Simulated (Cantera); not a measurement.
A freely propagating, adiabatic, planar premixed flame of 21.5 % H₂, 13.8 % O₂, 64.7 % N₂, equivalence ratio 0.78, unburnt at 475 K and 0.870 bar; unity-Lewis-number transport, grid criteria slope 0.08 and curve 0.16, no radiation.

Cantera simulation using the H2/O2 subset of GRI-Mech 3.0, which has no nitrogen chemistry; the numbers are that mechanism's predictions, not measurements. Unity Lewis numbers drop preferential diffusion, which matters most where H2 and H carry the flame. Burning velocities carry a grid error of a few per cent, more on coarse grids.

x: mole fraction of selected species; z is measured from the peak of heat release.

```
z (mm)   T (K)  u (m/s)     x H₂    x O₂   x H₂O₂     x HO₂      x OH      x H
-------  -----  -------  -------  ------  -------  --------  --------  -------
-1.18      475     2.15    0.215   0.138    <1e-8     <1e-8     <1e-8    <1e-8
-0.790     475     2.15    0.215   0.138    <1e-8         …     <1e-8    <1e-8
-0.592     475     2.15    0.215   0.138  6.35e-8         …     <1e-8    <1e-8
-0.395     478     2.16    0.215   0.138  7.06e-7         …     <1e-8    <1e-8
-0.197     559     2.51    0.206   0.133  1.03e-5  0.000168   2.29e-5  2.98e-5
-0.0987    825     3.65    0.170   0.117  1.11e-5  0.000160  0.000485  0.00290
0         1208     5.21   0.0905  0.0798  4.91e-6         …   0.00283   0.0223
0.0987    1455     6.16   0.0354  0.0517  3.41e-6         …   0.00713   0.0324
0.197     1586     6.65   0.0230  0.0436  2.08e-6         …   0.00926   0.0267
0.395     1723     7.15   0.0183  0.0398  1.07e-6         …    0.0104   0.0169
0.790     1846     7.59   0.0136  0.0371  5.74e-7         …    0.0104  0.00894
1.58      1945     7.93  0.00868  0.0351  3.41e-7         …   0.00909  0.00390
3.16      2012     8.16  0.00462  0.0339  2.15e-7         …   0.00703  0.00137
```

### Question
Some entries are withheld; supply them.

### Answer

- -0.790, x HO₂: 9.85e-8
- -0.592, x HO₂: 6.97e-7
- -0.395, x HO₂: 7.87e-6
- 0, x HO₂: 6.72e-5
- 0.0987, x HO₂: 3.49e-5
- 0.197, x HO₂: 2.50e-5
- 0.395, x HO₂: 1.81e-5
- 0.790, x HO₂: 1.25e-5
- 1.58, x HO₂: 7.76e-6
- 3.16, x HO₂: 4.32e-6
